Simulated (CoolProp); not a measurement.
50 sccm (0 °C, 1 atm) of nitrogen bubbles through liquid propylene glycol at 352.2 K and leaves saturated at a total pressure of 0.0149 MPa (ideal gas phase). Each further row changes one setting.

Values from CoolProp's reference Helmholtz-energy equation of state, Eisenbach 2021.

```
case                       vapour pressure (kPa)  mole fraction of vapour  delivery (mg/min)  delivery (sccm)  change of delivery for a bath 1 K warmer (%)
-------------------------  ---------------------  -----------------------  -----------------  ---------------  --------------------------------------------
as stated                                  0.925                   0.0621                ___             3.31                                           ___
bath temperature 357.2 K                    1.24                      ___                ___             4.54                                           ___
total pressure 0.0298 MPa                  0.925                      ___               5.44              ___                                           6.3
```

Task: Complete the blanks.

Result: 
- as stated, delivery (mg/min): 11.2
- as stated, change of delivery for a bath 1 K warmer (%): 6.6
- bath temperature 357.2 K, mole fraction of vapour: 0.0833
- bath temperature 357.2 K, delivery (mg/min): 15.4
- bath temperature 357.2 K, change of delivery for a bath 1 K warmer (%): 6.5
- total pressure 0.0298 MPa, mole fraction of vapour: 0.0310
- total pressure 0.0298 MPa, delivery (sccm): 1.60
